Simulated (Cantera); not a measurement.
An isothermal, constant-pressure homogeneous reactor starts with 1.93 % H2, 1.67 % O2, 96.4 % N2, equivalence ratio 0.58, at 1375 K and 0.987 atm.

Model: GRI-Mech 3.0 (53 species, 325 reactions), integrated in Cantera.

One state of this run: x H2 = 0.00167; x O2 = 0.00790; x O = 0.00157; x OH = 0.000724; x N2O = 1.04e-7; x H2O2 = 3.43e-7. x: mole fraction; the columns are a selection and need not sum to one.

Problem. Which value of t (s) does it belong to?
A. 0.00283
B. 0.120
C. 0.000434
D. 6.66e-5

Solution. C, 0.000434
